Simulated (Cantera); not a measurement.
Feed: 1 mol CH3F, 0.027 mol HCl, 2.4 mol H2, at 10000 Pa.

Equilibrium computed with Cantera from the NASA thermochemical tables; the gas is ideal and each condensed phase is pure. Candidate condensed phases: C, C6H6, C7H8, C8H18; 118 gas species. Equilibrium is a limit: real reactors are often held back by kinetics, nucleation or transport.

**Question.** At 825 °C, list the 4 most abundant gas species with their mole fractions, and the condensed phases.

**Answer.** H2 0.765, HF 0.226, HCl 0.00611, CH4 0.00214. Condensed: C(graphite).
